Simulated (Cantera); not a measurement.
Source: NASA polynomial tables (part measured, part estimated), evaluated in Cantera. Values are per mole of reaction as written; species without (g) are pure solids or liquids, kept so even where they would boil at 1 bar.

Problem. Between 300 and 1223 K, where is each reaction favourable under standard conditions?
- 2 HF(g) + Pb(g) = 2 H(g) + PbF2

Solution. 
- 2 HF(g) + Pb(g) = 2 H(g) + PbF2: ΔG° is 163 kJ at 300 K and 286 kJ at 1223 K; it stays positive (K < 1). ΔH° is 179 kJ and ΔS° -87 J/K at 1223 K.
